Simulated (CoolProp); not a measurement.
Vapour-liquid equilibrium of propane (1) + isohexane (2) at 26.85 °C; x and y are mole fractions of (1).

Values from CoolProp's multi-fluid Helmholtz-energy mixture model, Lemmon 2009 and Lemmon 2006; pair parameters Bell 2016.

**Question.** Give the bubble pressure and the first vapour's composition at x = 0.25, 0.65, 0.75. Is there an azeotrope?

**Answer.** x = 0.25: 0.2574 MPa, y = 0.900; x = 0.65: 0.6302 MPa, y = 0.976; x = 0.75: 0.7281 MPa, y = 0.984. No azeotrope shows between x = 0.05 and 0.95.

The pair parameters rest on a limited set of measurements; away from them the model extrapolates.
